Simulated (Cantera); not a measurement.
An isothermal, constant-pressure homogeneous reactor starts with 16.7 % N2O, 83.3 % N2, at 1075 K and 1.01 bar.

Computed with Cantera and GRI-Mech 3.0 (53 species, 325 reactions). GRI-Mech 3.0 was tuned for natural gas; its chemistry of N2O as a main component is partial and can be far from experiment. The mechanism lacks the step 2 NO + O2 → 2 NO2, which can matter for NO2 below about 1400 K. The temperature is held fixed by assumption; the heat of reaction is taken as removed at once.

Question: Predict: x(N2O) at 200 s; x(NO) at 200 s; x(N2) at 200 s; x(O) at 200 s; x(NO2) at 200 s; x(O2) at 200 s.

Answer: 
```
Property                                           Result
---------------  ----------------------------------------
x(N2O) at 200 s   0.00107 (gas-phase equilibrium 3.71e-9)
x(NO) at 200 s    0.00618 (gas-phase equilibrium 4.44e-5)
x(N2) at 200 s        0.919 (gas-phase equilibrium 0.923)
x(O) at 200 s    2.72e-9 (gas-phase equilibrium 3.64e-10)
x(NO2) at 200 s   9.62e-5 (gas-phase equilibrium 8.92e-7)
x(O2) at 200 s      0.0733 (gas-phase equilibrium 0.0769)
```
